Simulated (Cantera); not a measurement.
**Silicon etching in halogen gases: Si + NF3 + HCl**

Input: 1 mol Si, 4.6 mol NF3, 2.2 mol HCl, held at 7.10e-5 bar.

Equilibrium computed with Cantera from the NASA thermochemical tables; the gas is ideal and each condensed phase is pure. Candidate condensed phases: NH4Cl, Si, Si3N4; 49 gas species. Kinetics and transport are ignored.

```json
[
 {"T (K)": "873", "x F": "0.382", "x N2": "0.179", "x HF": "0.171", "x ClF": "0.171", "x SiF4": "0.0778", "x Cl": "3.56e-6", "x F2": "0.0191"},
 {"T (K)": "923", "x F": "0.402", "x N2": "0.177", "x HF": "0.169", "x ClF": "0.169", "x SiF4": "0.0768", "x Cl": "2.26e-5", "x F2": "0.00623"},
 {"T (K)": "973", "x F": "0.409", "x N2": "0.176", "x HF": "0.168", "x ClF": "0.168", "x SiF4": "0.0765", "x Cl": "0.000124", "x F2": "0.00214"},
 {"T (K)": "1023", "x F": "0.411", "x N2": "0.176", "x HF": "0.168", "x ClF": "0.167", "x SiF4": "0.0763", "x Cl": "0.000578", "x F2": "0.000799"},
 {"T (K)": "1073", "x F": "0.414", "x N2": "0.175", "x HF": "0.168", "x ClF": "0.165", "x SiF4": "0.0762", "x Cl": "0.00232", "x F2": "0.000327"},
 {"T (K)": "1123", "x F": "0.418", "x N2": "0.174", "x HF": "0.166", "x ClF": "0.156", "x SiF4": "0.0757", "x Cl": "0.00789", "x F2": "0.000147"},
 {"T (K)": "1173", "x F": "0.429", "x N2": "0.171", "x HF": "0.164", "x ClF": "0.137", "x SiF4": "0.0745", "x Cl": "0.0218", "x F2": "7.25e-5"},
 {"T (K)": "1223", "x F": "0.447", "x N2": "0.167", "x HF": "0.159", "x ClF": "0.104", "x SiF4": "0.0724", "x Cl": "0.0470", "x F2": "3.92e-5"}
]
```
x: gas mole fraction; nothing condenses.

From 873 K to 1223 K nothing is condensed. The main Si-bearing gas is SiF4 throughout.
